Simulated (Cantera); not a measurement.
An isothermal, constant-pressure homogeneous reactor starts with CH₄ : N₂ = 1 : 5.7 (molar parts), at 1575 K and 0.0730 bar. Integrator tolerance rtol = 1e-08.

Computed with Cantera and GRI-Mech 3.0 (53 species, 325 reactions). GRI-Mech 3.0 stops at C3 and has no aromatics, soot or wall deposition, so with more carbon than oxygen in the feed, carbon stays in small species such as C2H2 where larger ones or solid carbon would form.

### Question
What does this change do: temperature 1575 to 1625 K?

### Answer
```
quantity                                              before                                      after
-----------------  -----------------------------------------  -----------------------------------------
x(CH₄) at 60.0 s   0.000735 (gas-phase equilibrium 0.000409)  0.000397 (gas-phase equilibrium 0.000252)
x(C₂H₆) at 60.0 s    1.10e-8 (gas-phase equilibrium 3.87e-9)    4.25e-9 (gas-phase equilibrium 1.74e-9)
x(C₂H₄) at 60.0 s   0.000126 (gas-phase equilibrium 5.45e-5)    8.15e-5 (gas-phase equilibrium 3.42e-5)
x(C₂H₂) at 60.0 s      0.0645 (gas-phase equilibrium 0.0278)      0.0647 (gas-phase equilibrium 0.0271)
x(CH₂) at 60.0 s    1.67e-9 (gas-phase equilibrium 9.30e-10)    2.75e-9 (gas-phase equilibrium 1.74e-9)
```

### Question
What does this change do: pressure from 0.0730 bar to 1.01 bar?

### Answer
```json
[
 {"quantity": "x(CH₄) at 60.0 s", "before": "0.000735 (gas-phase equilibrium 0.000409)", "after": "0.00766 (gas-phase equilibrium 0.00522)"},
 {"quantity": "x(C₂H₆) at 60.0 s", "before": "1.10e-8 (gas-phase equilibrium 3.87e-9)", "after": "1.44e-6 (gas-phase equilibrium 6.53e-7)"},
 {"quantity": "x(C₂H₄) at 60.0 s", "before": "0.000126 (gas-phase equilibrium 5.45e-5)", "after": "0.00154 (gas-phase equilibrium 0.000686)"},
 {"quantity": "x(C₂H₂) at 60.0 s", "before": "0.0645 (gas-phase equilibrium 0.0278)", "after": "0.0601 (gas-phase equilibrium 0.0262)"},
 {"quantity": "x(CH₂) at 60.0 s", "before": "1.67e-9 (gas-phase equilibrium 9.30e-10)", "after": "1.33e-9 (gas-phase equilibrium 8.85e-10)"}
]
```

### Question
What does this change do: temperature 1575 to 1200 K?

### Answer
```json
[
 {"quantity": "x(CH₄) at 60.0 s", "before": "0.000735 (gas-phase equilibrium 0.000409)", "after": "0.149 (gas-phase equilibrium 0.0322)"},
 {"quantity": "x(C₂H₆) at 60.0 s", "before": "1.10e-8 (gas-phase equilibrium 3.87e-9)", "after": "4.00e-5 (gas-phase equilibrium 5.30e-6)"},
 {"quantity": "x(C₂H₄) at 60.0 s", "before": "0.000126 (gas-phase equilibrium 5.45e-5)", "after": "9.37e-5 (gas-phase equilibrium 0.00319)"},
 {"quantity": "x(C₂H₂) at 60.0 s", "before": "0.0645 (gas-phase equilibrium 0.0278)", "after": "3.76e-5 (gas-phase equilibrium 0.0241)"},
 {"quantity": "x(CH₂) at 60.0 s", "before": "1.67e-9 (gas-phase equilibrium 9.30e-10)", "after": "2.05e-12 (gas-phase equilibrium 1.11e-12)"}
]
```
